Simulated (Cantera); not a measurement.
**Diamond growth**

A diamond (100) surface in a fixed gas of H2 with x(CH4) = 0.0024, x(H) = 0.00084, at 925 K, 188 Torr; coverages are run to steady state.

Detailed kinetics in Cantera: the Harris–Goodwin 1993 mechanism for the reconstructed diamond (100) surface.

```json
[
 {"x(CH3)": "1e-06", "growth (µm/h)": "0.0888", "θ c6HH": "0.668", "θ c6H*": "0.0122", "θ c6*H": "0.313", "θ c6**": "0.00522", "θ c6HM": "0.000879"},
 {"x(CH3)": "2.2e-06", "growth (µm/h)": "0.195", "θ c6HH": "0.668", "θ c6H*": "0.0122", "θ c6*H": "0.313", "θ c6**": "0.00521", "θ c6HM": "0.00193"},
 {"x(CH3)": "5.1e-06", "growth (µm/h)": "0.450", "θ c6HH": "0.665", "θ c6H*": "0.0122", "θ c6*H": "0.312", "θ c6**": "0.00519", "θ c6HM": "0.00446"},
 {"x(CH3)": "1.1e-05", "growth (µm/h)": "0.965", "θ c6HH": "0.661", "θ c6H*": "0.0121", "θ c6*H": "0.310", "θ c6**": "0.00515", "θ c6HM": "0.00955"},
 {"x(CH3)": "2.6e-05", "growth (µm/h)": "2.24", "θ c6HH": "0.650", "θ c6H*": "0.0119", "θ c6*H": "0.304", "θ c6**": "0.00504", "θ c6HM": "0.0222"},
 {"x(CH3)": "5.7e-05", "growth (µm/h)": "4.74", "θ c6HH": "0.630", "θ c6H*": "0.0115", "θ c6*H": "0.294", "θ c6**": "0.00483", "θ c6HM": "0.0469"},
 {"x(CH3)": "0.00013", "growth (µm/h)": "9.97", "θ c6HH": "0.586", "θ c6H*": "0.0107", "θ c6*H": "0.273", "θ c6**": "0.00440", "θ c6HM": "0.0987"},
 {"x(CH3)": "0.00029", "growth (µm/h)": "19.0", "θ c6HH": "0.510", "θ c6H*": "0.00924", "θ c6*H": "0.237", "θ c6**": "0.00365", "θ c6HM": "0.189"},
 {"x(CH3)": "0.00065", "growth (µm/h)": "32.3", "θ c6HH": "0.399", "θ c6H*": "0.00717", "θ c6*H": "0.184", "θ c6**": "0.00259", "θ c6HM": "0.320"}
]
```
θ: site fractions in the mechanism's names (c6HH fully hydrogenated, c6H* and c6*H radical sites, c6** diradical, c6HM methylated).
